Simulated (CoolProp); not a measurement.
Vapour-liquid equilibrium of R124 (1) + R142b (2) at 287.5 K; x and y are mole fractions of (1).

Values from CoolProp's multi-fluid Helmholtz-energy mixture model, de Vries 1995 and Lemmon 2006; pair parameters Bell 2016.

Give the bubble pressure and the first vapour's composition at x = 0.35, 0.5, 0.8. Is there an azeotrope?

x = 0.35: 2.475 bar, y = 0.369; x = 0.5: 2.513 bar, y = 0.524; x = 0.8: 2.616 bar, y = 0.823. No azeotrope shows between x = 0.05 and 0.95.

Pair parameters are fitted to limited data, so mixtures are less certain than the pure fluids.
